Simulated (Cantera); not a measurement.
Input (Python, Cantera) and output of one run.

```python
import numpy as np
import cantera as ct

gas_names = """
    Ca CaCL CaCL2 CaO CaOH CaO2H2 Ca2 CL CLO CL2 H HCL HOCL HO2 H2 H2O H2O2 O OH O2 O3
""".split()
cond_names = """
    Ca(a) Ca(b) Ca(L) CaCL2(s) CaCL2(L) CaO(s) CaO(L) CaO2H2(s) H2O(s) H2O(L)
""".split()


# ... load() reads the species with a 1 bar reference pressure and builds the phases ...
atoms = {
    'CaO': {'Ca': 1, 'O': 1},
    'Cl2': {'CL': 2},
    'H2': {'H': 2},
}
top_T = {}  # K; cautious upper limits of use, not melting points


# ... equilibrate(T, P, feed) seeds the gas with the atoms and calls Mixture.equilibrate('TP', solver="vcs", rtol=1e-11, max_steps=5000) ...
results = []
T = 1848.15  # K
P = 1.6  # Pa
for m in [4.7, 5.6, 6.7, 8.1, 9.7, 12, 14, 17, 20, 24, 29]:
    feed = {'CaO': 1, 'Cl2': 20, 'H2': m}  # mol
    mix = equilibrate(T, P, feed)
    results.append((T, P, feed, dict(zip(mix.species_names, mix.species_moles))))
    x = sorted(zip(gas.X, gas.species_names), reverse=True)
    print(f"T = {T:g} K  P = {P:g} Pa  n(H2) = {m:g} mol  gas = {mix.phase_moles(0):.4g} mol")
    print("   x: " + "  ".join(f"{s} {v:.3e}" for v, s in x if v > 1e-05))
    print("   condensed (mol): " + ("  ".join(f"{mix.phase(i).name} {mix.phase_moles(i):.4g}"
          for i in range(1, mix.n_phases) if mix.phase_moles(i) > 1e-12) or "none"))
```

It prints:

```
T = 1848.15 K  P = 1.6 Pa  n(H2) = 4.7 mol  gas = 39.88 mol
   x: CL 7.320e-01  HCL 2.207e-01  CaCL2 2.504e-02  O2 7.840e-03  O 4.198e-03  H 4.036e-03  H2O 3.928e-03  OH 1.261e-03  H2 9.248e-04  CL2 5.524e-05  CaCL 3.329e-05
   condensed (mol): none
T = 1848.15 K  P = 1.6 Pa  n(H2) = 5.6 mol  gas = 39.98 mol
   x: CL 6.911e-01  HCL 2.593e-01  CaCL2 2.498e-02  O2 6.931e-03  H2O 5.722e-03  H 5.023e-03  O 3.947e-03  OH 1.476e-03  H2 1.433e-03  CL2 4.923e-05  CaCL 3.517e-05
   condensed (mol): none
T = 1848.15 K  P = 1.6 Pa  n(H2) = 6.7 mol  gas = 40.12 mol
   x: CL 6.423e-01  HCL 3.048e-01  CaCL2 2.489e-02  H2O 8.287e-03  H 6.352e-03  O2 5.685e-03  O 3.575e-03  H2 2.291e-03  OH 1.691e-03  CL2 4.253e-05  CaCL 3.771e-05
   condensed (mol): none
T = 1848.15 K  P = 1.6 Pa  n(H2) = 8.1 mol  gas = 40.33 mol
   x: CL 5.822e-01  HCL 3.601e-01  CaCL2 2.475e-02  H2O 1.186e-02  H 8.280e-03  O2 4.034e-03  H2 3.892e-03  O 3.011e-03  OH 1.856e-03  CaCL 4.138e-05  CL2 3.494e-05
   condensed (mol): none
T = 1848.15 K  P = 1.6 Pa  n(H2) = 9.7 mol  gas = 40.62 mol
   x: CL 5.156e-01  HCL 4.199e-01  CaCL2 2.457e-02  H2O 1.572e-02  H 1.090e-02  H2 6.748e-03  O2 2.360e-03  O 2.303e-03  OH 1.869e-03  CaCL 4.638e-05  CL2 2.740e-05
   condensed (mol): none
T = 1848.15 K  P = 1.6 Pa  n(H2) = 12 mol  gas = 41.19 mol
   x: HCL 4.981e-01  CL 4.244e-01  CaCL2 2.422e-02  H2O 1.958e-02  H 1.571e-02  H2 1.402e-02  OH 1.615e-03  O 1.381e-03  O2 8.484e-04  CaCL 5.554e-05  CL2 1.857e-05
   condensed (mol): none
T = 1848.15 K  P = 1.6 Pa  n(H2) = 14 mol  gas = 41.92 mol
   x: HCL 5.535e-01  CL 3.531e-01  H2 2.500e-02  CaCL2 2.379e-02  H2O 2.110e-02  H 2.098e-02  OH 1.303e-03  O 8.342e-04  O2 3.095e-04  CaCL 6.557e-05  CL2 1.285e-05
   condensed (mol): none
T = 1848.15 K  P = 1.6 Pa  n(H2) = 17 mol  gas = 43.55 mol
   x: HCL 6.040e-01  CL 2.687e-01  H2 5.141e-02  H 3.009e-02  CaCL2 2.288e-02  H2O 2.147e-02  OH 9.248e-04  O 4.129e-04  CaCL 8.286e-05  O2 7.582e-05
   condensed (mol): none
T = 1848.15 K  P = 1.6 Pa  n(H2) = 20 mol  gas = 45.77 mol
   x: HCL 6.186e-01  CL 2.117e-01  H2 8.688e-02  H 3.912e-02  CaCL2 2.175e-02  H2O 2.087e-02  OH 6.914e-04  O 2.374e-04  CaCL 9.996e-05  O2 2.507e-05
   condensed (mol): none
T = 1848.15 K  P = 1.6 Pa  n(H2) = 24 mol  gas = 49.29 mol
   x: HCL 6.068e-01  CL 1.642e-01  H2 1.389e-01  H 4.946e-02  CaCL2 2.016e-02  H2O 1.962e-02  OH 5.140e-04  O 1.396e-04  CaCL 1.195e-04
   condensed (mol): none
T = 1848.15 K  P = 1.6 Pa  n(H2) = 29 mol  gas = 54.12 mol
   x: HCL 5.734e-01  H2 2.012e-01  CL 1.289e-01  H 5.953e-02  CaCL2 1.833e-02  H2O 1.799e-02  OH 3.916e-04  CaCL 1.384e-04  O 8.837e-05
   condensed (mol): none
```

Equilibrium computed with Cantera from the NASA thermochemical tables; the gas is ideal and each condensed phase is pure.
